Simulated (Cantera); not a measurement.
Feed: 1 mol Al2O3, 0.023 mol HCl, 0.5 mol O2, at 1052 °C and 0.180 bar.

Equilibrium computed with Cantera from the NASA thermochemical tables; the gas is ideal and each condensed phase is pure. Candidate condensed phases: Al, AlCl3, Al2O3, H2O; 29 gas species. Equilibrium is a limit: real reactors are often held back by kinetics, nucleation or transport.

Base state: O2 0.955, HCl 0.0326, H2O 0.00574, Cl2 0.00450, Cl 0.00244, ClO 3.20e-5 (mole fractions); condensed: Al2O3(s).

### Question
What changes in the equilibrium state with this change: pressure from 0.180 bar to 7.80 bar?

### Answer
| species | before | after |
|---|---|---|
| O2 | 0.955 | 0.956 |
| HCl | 0.0326 | 0.0244 |
| H2O | 0.00574 | 0.00990 |
| Cl2 | 0.00450 | 0.00961 |
| HOCl | 3.60e-6 | 1.77e-5 |
| Cl | 0.00244 | 0.000542 |
| ClO | 3.20e-5 | 4.67e-5 |
| Al2O3(s), mol | 1.00 | 1.00 |
Gases not in the tables: Al(OH)3.

### Question
What changes in the equilibrium state with this change: Al2O3 replaced by TiO2?

### Answer
```tsv
species	before	after
O2	0.955	0.955
HCl	0.0326	0.0326
H2O	0.00574	0.00574
Cl2	0.00450	0.00450
ClO	3.20e-5	3.20e-5
Cl	0.00244	0.00244
Al2O3(s), mol	1.00	0
TiO2(rutile), mol	0	1.00
```
Further candidate phases: Ti, TiCl2, TiCl3, TiCl4, TiO, TiO2, Ti2O3, Ti3O5, Ti4O7.
